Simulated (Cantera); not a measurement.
An isothermal, constant-pressure homogeneous reactor starts with N₂O : H₂ : N₂ = 1 : 0.0057 : 0.85 (molar parts), at 1025 K and 13300 Pa. Integrator tolerance rtol = 1e-08.

Computed with Cantera and GRI-Mech 3.0 (53 species, 325 reactions). GRI-Mech 3.0 was tuned for natural gas; its chemistry of N2O as a main component is partial and can be far from experiment. The mechanism lacks the step 2 NO + O2 → 2 NO2, which can matter for NO2 below about 1400 K. The temperature is held fixed by assumption; the heat of reaction is taken as removed at once.

What does this change do: temperature 1025 to 1275 K?


```tsv
quantity	before	after
x(N₂O) at 20.0 s	0.514 (gas-phase equilibrium 1.21e-9)	0.00319 (gas-phase equilibrium 8.27e-9)
x(H₂) at 20.0 s	2.86e-10 (gas-phase equilibrium 2.63e-12)	3.82e-9 (gas-phase equilibrium 8.02e-10)
x(O) at 20.0 s	6.84e-8 (gas-phase equilibrium 4.18e-10)	6.77e-7 (gas-phase equilibrium 1.41e-7)
x(NO₂) at 20.0 s	6.39e-5 (gas-phase equilibrium 6.83e-7)	9.97e-5 (gas-phase equilibrium 1.48e-6)
x(OH) at 20.0 s	5.86e-7 (gas-phase equilibrium 4.79e-8)	4.42e-6 (gas-phase equilibrium 2.02e-6)
x(H₂O) at 20.0 s	0.00304 (gas-phase equilibrium 0.00242)	0.00242 (gas-phase equilibrium 0.00242)
x(O₂) at 20.0 s	0.00839 (gas-phase equilibrium 0.211)	0.185 (gas-phase equilibrium 0.211)
```

What does this change do: 0.14 parts H2O added?


```
quantity                                             before                                     after
----------------  -----------------------------------------  ----------------------------------------
x(N₂O) at 20.0 s      0.514 (gas-phase equilibrium 1.21e-9)     0.471 (gas-phase equilibrium 1.11e-9)
x(H₂) at 20.0 s   2.86e-10 (gas-phase equilibrium 2.63e-12)  4.84e-9 (gas-phase equilibrium 6.53e-11)
x(O) at 20.0 s     6.84e-8 (gas-phase equilibrium 4.18e-10)  7.54e-8 (gas-phase equilibrium 4.06e-10)
x(NO₂) at 20.0 s    6.39e-5 (gas-phase equilibrium 6.83e-7)  0.000204 (gas-phase equilibrium 6.26e-7)
x(OH) at 20.0 s     5.86e-7 (gas-phase equilibrium 4.79e-8)   2.62e-6 (gas-phase equilibrium 2.32e-7)
x(H₂O) at 20.0 s    0.00304 (gas-phase equilibrium 0.00242)     0.0722 (gas-phase equilibrium 0.0584)
x(O₂) at 20.0 s       0.00839 (gas-phase equilibrium 0.211)      0.0104 (gas-phase equilibrium 0.199)
```
